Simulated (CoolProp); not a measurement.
Saturation properties of n-perfluorohexane.

Values from CoolProp's reference Helmholtz-energy equation of state, Gao 2022.

```
T (°C)  p (kPa)  liquid density (kg/m³)  vapour density (kg/m³)  enthalpy of vaporisation (kJ/kg)  liquid cp (kJ/(kg K))
------  -------  ----------------------  ----------------------  --------------------------------  ---------------------
-46.15   0.3520                    1875                 0.06309                             110.8                 0.9357
-34.25   0.9344                    1842                  0.1593                             107.8                 0.9541
-22.35    2.210                    1809                  0.3595                             104.9                 0.9727
-10.45    4.741                    1776                  0.7382                             101.9                 0.9914
1.55      9.408                    1743                   1.407                             99.00                  1.010
13.45     17.28                    1709                   2.493                             96.04                  1.029
25.35     29.86                    1675                   4.172                             93.02                  1.047
37.25     48.96                    1640                   6.656                             89.93                  1.066
49.25     76.98                    1603                   10.23                             86.68                  1.085
61.15     115.9                    1565                   15.14                             83.32                  1.105
73.05     168.6                    1526                   21.78                             79.76                  1.125
85.05     238.8                    1483                   30.71                             75.94                  1.147
96.95     328.5                    1438                   42.39                             71.84                  1.170
108.85    441.8                    1389                   57.74                             67.34                  1.198
120.75    582.6                    1334                   78.05                             62.33                  1.231
```

It boils at 57.1 °C under 1 atm.
